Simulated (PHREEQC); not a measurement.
0.034 g of hydrous ferric oxide (600 m²/g; 0.2 weak and 0.005 strong sites per Fe, Dzombak-Morel constants, diffuse double layer) in 1 kg of water with 0.001 mol/kgw of an inert sodium salt, at 25 °C; the pH is set by adding NaOH or the inert anion's acid. Oxygen is held at 0.21 atm. CO2 from the air is kept out. No solid was allowed to form.

Equilibrium calculation in PHREEQC: ion-association model, wateq4f.dat.

```json
[
 {"pH": "4", "surface charge σ (C/m²)": "0.117", "surface potential ψ (mV)": "210"},
 {"pH": "4.5", "surface charge σ (C/m²)": "?", "surface potential ψ (mV)": "191"},
 {"pH": "5", "surface charge σ (C/m²)": "0.050", "surface potential ψ (mV)": "?"},
 {"pH": "5.5", "surface charge σ (C/m²)": "0.031", "surface potential ψ (mV)": "145"},
 {"pH": "6", "surface charge σ (C/m²)": "0.019", "surface potential ψ (mV)": "119"},
 {"pH": "6.5", "surface charge σ (C/m²)": "0.011", "surface potential ψ (mV)": "92"},
 {"pH": "7", "surface charge σ (C/m²)": "0.006", "surface potential ψ (mV)": "?"},
 {"pH": "7.5", "surface charge σ (C/m²)": "0.003", "surface potential ψ (mV)": "35"},
 {"pH": "8", "surface charge σ (C/m²)": "0.000", "surface potential ψ (mV)": "6"},
 {"pH": "8.5", "surface charge σ (C/m²)": "?", "surface potential ψ (mV)": "?"},
 {"pH": "9", "surface charge σ (C/m²)": "-0.004", "surface potential ψ (mV)": "?"},
 {"pH": "9.5", "surface charge σ (C/m²)": "?", "surface potential ψ (mV)": "?"},
 {"pH": "10", "surface charge σ (C/m²)": "-0.015", "surface potential ψ (mV)": "-107"}
]
```

**Question.** Some entries are withheld; supply them.

**Answer.** 
- 4.5, surface charge σ (C/m²): 0.078
- 5, surface potential ψ (mV): 169
- 7, surface potential ψ (mV): 64
- 8.5, surface charge σ (C/m²): -0.002
- 8.5, surface potential ψ (mV): -23
- 9, surface potential ψ (mV): -51
- 9.5, surface charge σ (C/m²): -0.008
- 9.5, surface potential ψ (mV): -80
